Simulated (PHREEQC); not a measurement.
Synthetic water in mmol/kgw, 20 °C, pH 3.07, pe 8.3:

| constituent | mmol/kgw |
|---|---|
| Na | 19.7 |
| K | 3.98 |
| Ca | 9.51 |
| Mg | 8.31 |
| Cl | 4.31 |
| S(6) | 46.1 |
| Br | 0.0973 |
| Al | 15.4 |
| Mn(2) | 1.07 |
| Zn | 0.0225 |

Valence states are taken as typed.

Computed with PHREEQC (ion-association model, wateq4f.dat).

| Quantity | Result |
|---|---|
| ionic strength | 0.0958 mol/kgw |
| total alkalinity | -1.81 meq/kg |
| charge-balance error | 11.3 % |

| species | molality | activity | log γ |
|---|---|---|---|
| SO4-2 | 0.0210 | 0.00801 | -0.419 |
| Na+ | 0.0190 | 0.0149 | -0.104 |
| AlSO4+ | 0.0108 | 0.00842 | -0.107 |
| Ca+2 | 0.00595 | 0.00237 | -0.400 |
| Mg+2 | 0.00498 | 0.00206 | -0.383 |
| Cl- | 0.00430 | 0.00331 | -0.114 |
| K+ | 0.00379 | 0.00292 | -0.114 |

Precipitation was switched off in this run.
